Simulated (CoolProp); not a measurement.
Vapour-liquid equilibrium of R125 (1) + R236EA (2) at 3.08 bar; x and y are mole fractions of (1).

Model: multi-fluid Helmholtz-energy mixture model, Lemmon 2005 and Rui 2013; pair parameters Bell 2016, in CoolProp.

```csv
x,bubble temperature (K),y at the bubble point,dew temperature at overall composition x (K),liquid density (mol/L)
0.05,303.4,0.223,308.8,9.321
0.2,287.2,0.614,304.1,9.844
0.35,275.9,0.792,298.9,10.28
0.5,267.7,0.883,292.7,10.67
0.65,261.4,0.936,285.2,11.03
0.8,256.4,0.970,275.3,11.37
0.95,252.1,0.994,259.5,11.70
```

No azeotrope shows between x = 0.05 and 0.95.

Pair parameters are fitted to limited data, so mixtures are less certain than the pure fluids.
